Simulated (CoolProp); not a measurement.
A single-stage vapour-compression cycle with C2F6 (R116): evaporating at 222.15 K (dew point), condensing at 273.15 K (bubble point), superheat 0 K, subcooling 2 K, compressor efficiency 0.65, no pressure losses. Each further row changes one setting.

Computed with CoolProp (reference Helmholtz-energy equation of state, Lemmon 2006). It is a short technical equation, of lower accuracy than the large ones.

```csv
case,cooling COP,pressure ratio,discharge temperature (K),refrigerating effect (kJ/kg),volumetric capacity (kJ/m³)
as stated,1.63,5.18,283.1,47.9,1430
evaporating temperature 227.15 K,1.95,4.26,281.9,50.3,1820
condensing temperature 268.15 K,2.00,4.53,277.5,54.4,1620
subcooling 7 K,1.86,5.18,283.1,54.6,1630
superheat 10 K,1.73,5.18,292.7,55.0,1540
compressor efficiency 0.55,1.38,5.18,288.4,47.9,1430
```
